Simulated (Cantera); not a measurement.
# Hydrocarbon pyrolysis for carbon deposition

An isothermal, constant-pressure homogeneous reactor starts with 12.2 % C2H6, 87.8 % N2, at 1300 K and 0.105 Torr.

Computed with Cantera and GRI-Mech 3.0 (53 species, 325 reactions). GRI-Mech 3.0 stops at C3 and has no aromatics, soot or wall deposition, so with more carbon than oxygen in the feed, carbon stays in small species such as C2H2 where larger ones or solid carbon would form. Radical loss at walls, strong at low pressure, is not modelled.

```csv
t (s),x C2H6,x CH2,x H,x HCN,x C2H,x CH3
2.00e-5,0.122,<1e-12,1.55e-11,<1e-12,<1e-12,2.13e-7
0.000105,0.122,<1e-12,7.91e-11,<1e-12,<1e-12,1.12e-6
0.000550,0.122,<1e-12,4.32e-10,<1e-12,<1e-12,5.86e-6
0.00288,0.122,1.20e-11,8.53e-9,<1e-12,<1e-12,3.06e-5
0.0151,0.122,1.44e-9,3.56e-7,<1e-12,<1e-12,0.000156
0.0793,0.121,8.10e-8,9.30e-6,3.04e-11,<1e-12,0.000713
0.416,0.107,1.01e-6,5.20e-5,6.70e-9,2.59e-10,0.00331
2.18,0.0163,1.99e-6,0.000169,4.99e-8,1.56e-8,0.00434
11.4,9.41e-5,5.68e-8,3.35e-5,7.01e-8,6.68e-9,0.000333
60.0,1.96e-6,2.55e-9,7.48e-6,6.94e-8,1.74e-9,6.52e-5
```
x: mole fraction; the columns are a selection and need not sum to one.

Equilibrium at this temperature and pressure: C2H6 6.26e-12, CH2 1.63e-11, H 4.17e-5, HCN 0.0795, C2H 5.55e-9, CH3 1.25e-7 (gas phase only).
